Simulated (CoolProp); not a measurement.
A single-stage vapour-compression cycle with R152A: evaporating at 269.15 K (dew point), condensing at 314.15 K (bubble point), superheat 0 K, subcooling 0 K, compressor efficiency 0.7, no pressure losses. Each further row changes one setting.

Model: reference Helmholtz-energy equation of state, Outcalt 1996, in CoolProp. It is a modified Benedict-Webb-Rubin equation, recast in Helmholtz form.

```
case                              cooling COP  pressure ratio  discharge temperature (K)  refrigerating effect (kJ/kg)  volumetric capacity (kJ/m³)
--------------------------------  -----------  --------------  -------------------------  ----------------------------  ---------------------------
as stated                                3.44            4.09                      343.8                           231                         1680
evaporating temperature 274.15 K         4.02            3.41                      339.7                           235                         2030
condensing temperature 309.15 K          3.97            3.58                      336.4                           240                         1750
subcooling 5 K                           3.58            4.09                      343.8                           240                         1750
superheat 10 K                           3.43            4.09                      354.6                           242                         1680
compressor efficiency 0.6                2.95            4.09                      352.4                           231                         1680
```
